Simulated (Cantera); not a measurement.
**Adiabatic ignition**

An adiabatic, constant-pressure homogeneous reactor starts with 31.6 % H₂, 14.4 % O₂, 54.0 % N₂, equivalence ratio 1.1, at 1023 K and 7500 Torr.

Computed with Cantera and GRI-Mech 3.0 (53 species, 325 reactions). The hydrogen kinetics of GRI-Mech 3.0 are dated; newer H2 mechanisms differ, most at raised pressure.

```tsv
t (s)	T (K)	x H₂	x O₂	x H₂O₂	x O	x HO₂	x H₂O	x NO
5.00e-6	1023	0.316	0.144	5.28e-11	7.93e-12	6.69e-9	6.60e-10	<1e-12
1.14e-5	1023	0.316	0.144	2.81e-10	8.29e-12	1.55e-8	1.58e-9	<1e-12
2.60e-5	1023	0.316	0.144	1.46e-9	9.15e-12	3.56e-8	3.88e-9	<1e-12
5.95e-5	1023	0.316	0.144	7.62e-9	1.13e-11	8.28e-8	1.03e-8	<1e-12
0.000136	1023	0.316	0.144	3.97e-8	1.71e-11	1.99e-7	3.38e-8	<1e-12
0.000310	1023	0.316	0.144	2.16e-7	3.69e-11	5.39e-7	1.70e-7	<1e-12
0.000707	1023	0.316	0.144	1.48e-6	1.46e-10	2.15e-6	1.53e-6	<1e-12
0.00161	1023	0.316	0.144	2.13e-5	1.32e-9	1.39e-5	3.23e-5	<1e-12
0.00368	1035	0.315	0.143	0.000358	2.09e-8	6.60e-5	0.00134	<1e-12
0.00841	2855	0.0473	0.00304	7.34e-7	0.00118	4.17e-6	0.306	0.00424
0.0192	2855	0.0473	0.00304	7.34e-7	0.00118	4.17e-6	0.306	0.00424
0.0438	2855	0.0473	0.00304	7.34e-7	0.00118	4.17e-6	0.306	0.00424
0.100	2855	0.0473	0.00304	7.34e-7	0.00118	4.17e-6	0.306	0.00424
```
x: mole fraction; the columns are a selection and need not sum to one.

* **time of steepest temperature rise**: 4.92 ms
* **temperature at 0.100 s**: 2855 K
* **equilibrium temperature**: 2855 K
* **x(H₂) at 0.100 s**: 0.0473 (gas-phase equilibrium 0.0473)
* **x(O₂) at 0.100 s**: 0.00304 (gas-phase equilibrium 0.00304)
* **x(H₂O₂) at 0.100 s**: 7.34e-7 (gas-phase equilibrium 7.34e-7)
